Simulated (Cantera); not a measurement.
## Low-pressure radical oxidation in H2/O2

A perfectly stirred reactor is fed with 15.3 % H2, 84.7 % O2, at 8.25 Torr; it is held at 1375 K, and followed from long to short residence time.

Cantera simulation using GRI-Mech 3.0 (53 species, 325 reactions); the numbers are that mechanism's predictions, not measurements. Radical loss at walls, strong at low pressure, is not modelled. The temperature is held fixed by assumption; the heat of reaction is taken as removed at once.

| τ (s) | x H2 | x O2 | x OH | x O | x H2O | x HO2 | x H2O2 |
|---|---|---|---|---|---|---|---|
| 0.49 | 0.00110 | 0.822 | 0.00573 | 0.0105 | 0.159 | 2.75e-6 | 1.07e-7 |
| 0.30 | 0.00147 | 0.818 | 0.00664 | 0.0142 | 0.157 | 3.09e-6 | 1.18e-7 |
| 0.19 | 0.00192 | 0.813 | 0.00756 | 0.0187 | 0.155 | 3.39e-6 | 1.29e-7 |
| 0.11 | 0.00259 | 0.805 | 0.00875 | 0.0254 | 0.151 | 3.69e-6 | 1.39e-7 |
| 0.070 | 0.00325 | 0.797 | 0.00974 | 0.0320 | 0.147 | 3.87e-6 | 1.46e-7 |
| 0.043 | 0.00405 | 0.788 | 0.0108 | 0.0401 | 0.142 | 4.01e-6 | 1.51e-7 |
| 0.027 | 0.00488 | 0.779 | 0.0117 | 0.0479 | 0.138 | 4.08e-6 | 1.53e-7 |
| 0.016 | 0.00585 | 0.769 | 0.0125 | 0.0560 | 0.132 | 4.10e-6 | 1.54e-7 |
| 0.010 | 0.00678 | 0.762 | 0.0132 | 0.0618 | 0.128 | 4.09e-6 | 1.54e-7 |
| 0.0062 | 0.00790 | 0.757 | 0.0138 | 0.0658 | 0.123 | 4.07e-6 | 1.56e-7 |
x: mole fraction; the columns are a selection and need not sum to one.
